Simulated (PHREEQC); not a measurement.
## Metal-bearing waste water (model solution)

Solution (25 °C): 0.021 mol ZnSO4, 0.032 mol ZnCl2 and 0.0053 mol HCl per kg of water. Closed to the air; pH follows from the charge balance.

Model: ion-association model, wateq4f.dat, run in PHREEQC.

No solid was allowed to form.

Q: Estimate the pH, ionic strength.

A: pH 2.48; ionic strength 0.136 mol/kgw.

Q: In which forms is Zn present?

A: Zn+2 75 %, ZnSO4 18 %, ZnCl+ 4.9 %, Zn(SO4)2-2 1.3 % of the Zn.
